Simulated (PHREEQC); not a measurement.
0.05 mol of Hydroxyapatite (Ca5(PO4)3OH) is brought to equilibrium with 1 kg of water holding 0.001 mol NaCl, at 25 °C, the pH being set by adding NaOH or HCl. Oxygen is held at 0.21 atm. CO2 from the air is kept out. Only these solids could form: Hydroxyapatite, Portlandite.

Base run: PHREEQC, ion-association model, wateq4f.dat. Each further column changes one thing. The table gives Ca+2 (mol/kgw).

| pH | base | all activity coefficients set to 1 | Davies equation for every ion |
|---|---|---|---|
| 3 | 0.174 | 0.137 | [?] |
| 3.58 | 0.172 | 0.134 | 0.167 |
| 4.17 | 0.158 | 0.0619 | [?] |
| 5.33 | 0.00770 | 0.00509 | 0.00787 |
| 5.92 | 0.00200 | [?] | 0.00202 |
| 6.5 | 0.000603 | 0.000505 | 0.000605 |
| 7.08 | 0.000210 | [?] | 0.000211 |
| 7.67 | 8.62e-5 | [?] | 8.63e-5 |
| 8.83 | 2.04e-5 | 1.76e-5 | 2.04e-5 |
| 9.42 | 1.03e-5 | 8.90e-6 | 1.03e-5 |
| 10 | 5.31e-6 | 4.58e-6 | 5.32e-6 |

Q: What belongs in the gaps?

A: 
- 3, Davies equation for every ion: 0.169
- 4.17, Davies equation for every ion: 0.144
- 5.92, all activity coefficients set to 1: 0.00155
- 7.08, all activity coefficients set to 1: 0.000181
- 7.67, all activity coefficients set to 1: 7.43e-5

H3PO4, which wateq4f.dat lacks, is added to it with the constant of phreeqc.dat.
